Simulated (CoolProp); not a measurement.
Diethyl ether along the isobar 15.7 MPa: Z from the reference equation and from simpler models built on Tc = 467.9 K, pc = 3.717 MPa, ω = 0.282; each cubic takes its own stable root.

Computed with CoolProp (reference Helmholtz-energy equation of state, Thol 2014).

| T (K) | phase | reference | van der Waals | Redlich-Kwong | Soave-Redlich-Kwong |
|---|---|---|---|---|---|
| 311.7 | liquid | 0.6293 | 0.9881 | 0.6980 | 0.6805 |
| 319.3 | liquid | 0.6212 | 0.9715 | 0.6885 | 0.6710 |
| 326.9 | liquid | 0.6136 | 0.9558 | 0.6798 | 0.6623 |
| 334.5 | liquid | 0.6067 | 0.9410 | 0.6717 | 0.6542 |
| 342.1 | liquid | 0.6003 | 0.9271 | 0.6643 | 0.6469 |
| 349.7 | liquid | 0.5944 | 0.9139 | 0.6575 | 0.6403 |
| 357.3 | liquid | 0.5891 | 0.9014 | 0.6512 | 0.6343 |
| 364.9 | liquid | 0.5842 | 0.8897 | 0.6455 | 0.6289 |
| 372.5 | liquid | 0.5799 | 0.8786 | 0.6404 | 0.6242 |
